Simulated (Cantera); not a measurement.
Feed: 1 mol SiH₂Cl₂, 0.047 mol Cl₂, 52 mol H₂, at 1.00 bar.

Cantera equilibrium calculation (NASA polynomials, part measured and part estimated; ideal gas, pure solids and liquids). Candidate condensed phases: Si; 19 gas species. The tables' values for SiCl₃ are old estimates; treat these amounts as uncertain. Equilibrium is a limit: real reactors are often held back by kinetics, nucleation or transport.

x: gas mole fraction; n: condensed amount in mol.

```csv
T (°C),x H₂,x HCl,x SiHCl₃,x SiCl₄,x SiCl₂,x SiH₂Cl₂,x SiCl₃,n Si(s)
750,0.984,0.00645,0.00503,0.00390,7.52e-5,0.000719,0.000118,0.472
800,0.982,0.00921,0.00455,0.00348,0.000168,0.000693,0.000191,0.512
850,0.979,0.0125,0.00395,0.00295,0.000338,0.000649,0.000283,0.560
900,0.977,0.0162,0.00327,0.00234,0.000615,…,0.000382,0.612
950,0.974,0.0201,0.00254,0.00170,0.00101,…,0.000463,0.664
1000,0.971,0.0236,0.00183,0.00111,0.00149,…,0.000502,0.711
1050,0.969,0.0265,0.00121,0.000654,0.00198,…,0.000487,0.748
1100,0.967,0.0285,0.000752,0.000351,0.00242,…,0.000428,0.773
1150,0.966,0.0298,0.000447,0.000178,0.00277,…,0.000352,0.788
1200,0.966,0.0305,0.000262,8.80e-5,0.00302,…,0.000279,0.795
1250,0.965,0.0308,0.000154,4.39e-5,0.00322,…,0.000218,0.798
1300,0.965,0.0310,9.24e-5,2.24e-5,0.00337,…,0.000169,0.798
1350,0.965,0.0310,5.66e-5,1.17e-5,0.00349,…,0.000133,0.797
```

### Question
Complete the blanks.

### Answer

- 900, x SiH₂Cl₂: 0.000587
- 950, x SiH₂Cl₂: 0.000507
- 1000, x SiH₂Cl₂: 0.000415
- 1050, x SiH₂Cl₂: 0.000322
- 1100, x SiH₂Cl₂: 0.000239
- 1150, x SiH₂Cl₂: 0.000172
- 1200, x SiH₂Cl₂: 0.000122
- 1250, x SiH₂Cl₂: 8.72e-5
- 1300, x SiH₂Cl₂: 6.29e-5
- 1350, x SiH₂Cl₂: 4.60e-5
